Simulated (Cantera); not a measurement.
Charge: 1 mol CH2F2, 0.58 mol F2, held at 2100 K and 1.33 mbar.

Method: chemical equilibrium by Gibbs-energy minimisation in Cantera with the NASA 1993 tables (ideal gas, pure condensed phases). Candidate condensed phases: C, C6H6, C7H8, C8H18; 95 gas species. Gases not in the tables: C2F6 and larger saturated fluorocarbons. Kinetics and transport are ignored.

Base state: HF 0.732, F 0.151, CF2 0.0945, CF4 0.0198, CF3 0.00153, CF 0.00112, H 2.14e-5 (mole fractions); condensed: C(graphite).

### Question
What changes in the equilibrium state with this change: temperature from 2100 K to 2800 K?

### Answer
```tsv
species	before	after
HF	0.732	0.559
F	0.151	0.347
H	2.14e-5	0.0339
CF2	0.0945	0.00279
CF4	0.0198	7.17e-9
C3	2.16e-7	0.0237
CF	0.00112	0.0257
C5	<1e-9	0.000226
C2H	<1e-9	0.000143
C2	1.86e-8	0.00231
C4	<1e-9	4.35e-5
C	1.78e-7	0.00494
C(graphite), mol	0.680	0.627
```
